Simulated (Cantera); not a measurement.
## Ignition delay

Mixture: 3.33 % C3H8, 20.1 % O2, 75.7 % N2, 0.933 % H2, at 750 Torr, adiabatic and at constant pressure. Ignition delay is the time to a rise of 400 K.

Detailed kinetics in Cantera: GRI-Mech 3.0 (53 species, 325 reactions). GRI-Mech 3.0 was tuned for natural gas; its chemistry of propane as a main component is partial and can be far from experiment.

| T0 (K) | delay (ms) |
|---|---|
| 1300 | 0.858 |
| 1350 | 0.405 |
| 1400 | 0.210 |
| 1450 | 0.119 |
| 1500 | 0.0726 |
| 1550 | 0.0477 |
| 1600 | 0.0332 |

The apparent activation energy between 1500 and 1600 K is 160 kJ/mol.
